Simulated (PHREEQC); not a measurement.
## Brackish or sea water: an equilibrium model

Synthetic water in mg/L, 25 °C, pH 8.68, pe 10.4: Na 2000; K 10.1; Ca 179; Mg 492; Cl 3930; S(6) as SO4 1210; Alkalinity as HCO3 57.1; Zn 27.8; F 0.892; Li 23.4; Cd 13.1.

Valence states are taken as typed.

Model: ion-association model, phreeqc.dat, run in PHREEQC.

```
Item                         Result
--------------------  -------------
ionic strength        0.159 mol/kgw
specific conductance    12700 µS/cm
density                 1.003 g/cm³
charge-balance error          1.6 %
```

| species | molality | activity | log γ |
|---|---|---|---|
| Cl- | 0.112 | 0.0817 | -0.135 |
| Na+ | 0.0866 | 0.0658 | -0.120 |
| Mg+2 | 0.0169 | 0.00614 | -0.441 |
| SO4-2 | 0.00764 | 0.00243 | -0.498 |
| Ca+2 | 0.00393 | 0.00135 | -0.465 |
| MgSO4 | 0.00337 | 0.00349 | 0.016 |
| Li+ | 0.00336 | 0.00259 | -0.114 |
| NaSO4- | 0.00105 | 0.000800 | -0.119 |

This is a speciation only: nothing precipitates in the calculation. Examples of supersaturated solids here: Otavite, Zn(OH)2(e). Others may be too.
